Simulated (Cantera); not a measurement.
**Fluorocarbon and chlorocarbon gases: CHF3 + F2**

A closed system holds: 1 mol CHF3, 0.1 mol F2, held at 75.0 Torr.

Cantera equilibrium calculation (NASA polynomials, part measured and part estimated; ideal gas, pure solids and liquids). Candidate condensed phases: C, C6H6, C7H8, C8H18; 110 gas species. Ions and electrons are included (thermal ionisation). Equilibrium is a limit: real reactors are often held back by kinetics, nucleation or transport.

At 2727 °C the condensed part is C(graphite). From 3227 °C to 4727 °C nothing is condensed. The main C-bearing gas is CF2 at 2727 °C and C at 4727 °C.

| T (°C) | x F | x HF | x H | x C | x CF2 | x CF | x C3 | x C2 | n C(graphite) |
|---|---|---|---|---|---|---|---|---|---|
| 2727 | 0.461 | 0.351 | 0.00117 | 0.000507 | 0.129 | 0.0533 | 0.00312 | 0.000317 | 0.449 |
| 3227 | 0.544 | 0.262 | 0.0226 | 0.0164 | 0.0118 | 0.0833 | 0.0488 | 0.00993 | 0 |
| 3727 | 0.594 | 0.115 | 0.119 | 0.0854 | 0.000699 | 0.0429 | 0.0218 | 0.0195 | 0 |
| 4227 | 0.609 | 0.0236 | 0.178 | 0.165 | 3.76e-5 | 0.0130 | 0.00175 | 0.00933 | 0 |
| 4727 | 0.614 | 0.00506 | 0.189 | 0.186 | 2.36e-6 | 0.00327 | 6.99e-5 | 0.00231 | 0 |
x: gas mole fraction; n: condensed amount in mol.
